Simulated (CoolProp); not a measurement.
The numbers come from the reference Helmholtz-energy equation of state, Tillner-Roth 1997 in CoolProp.

Problem. Give the vapour pressure (bar), vapour density (kg/m³), liquid viscosity (µPa s), liquid conductivity (mW/(m K)) of saturated CH2F2 (R32) at 308.2, 321.2 K.

Solution. 
```
T (K)  p (bar)  vapour density (kg/m³)  liquid viscosity (µPa s)  liquid conductivity (mW/(m K))
-----  -------  ----------------------  ------------------------  ------------------------------
308.2     21.9                    63.4                      98.2                             126
321.2     30.0                    92.9                      82.5                             114
```

Viscosity comes from a separate model (Bell 2016), an estimate that may be off by 10 % or more. Thermal conductivity comes from a separate model (Huber 2003), an estimate that may be off by 10 % or more.
